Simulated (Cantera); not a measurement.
Counterflow diffusion flame

A counterflow diffusion flame at 2.10 bar, nozzles 20 mm apart: fuel side 100 % H2 at 350 K, oxidiser side 24.0 % O2, 76.0 % N2 at 323 K, fuel mass flux 0.27 times the oxidiser's; mixture-averaged transport, no radiation.

Model: the H2/O2 subset of GRI-Mech 3.0, which has no nitrogen chemistry, integrated in Cantera. The hydrogen kinetics of GRI-Mech 3.0 are dated; newer H2 mechanisms differ, most at raised pressure. The maximum strain rate includes the flame's own expansion and is several times the mean.

```tsv
oxidiser flux (kg/m²/s)	max strain (1/s)	mean strain (1/s)	T max (K)	peak x OH	peak x H	peak x H2O	peak x HO2
1.3	788	149	2677	0.0223	0.0123	0.314	3.08e-5
1.9	1130	218	2657	0.0226	0.0131	0.312	4.38e-5
2.9	1650	333	2621	0.0230	0.0143	0.310	6.18e-5
4.3	2370	494	2584	0.0234	0.0159	0.307	8.35e-5
6.5	3470	747	2545	0.0240	0.0183	0.304	0.000111
9.8	5010	1130	2481	0.0242	0.0207	0.300	0.000143
15	7350	1720	2412	0.0242	0.0240	0.296	0.000183
22	10400	2530	2348	0.0241	0.0274	0.293	0.000225
```
x: mole fraction; the columns are a selection and need not sum to one.
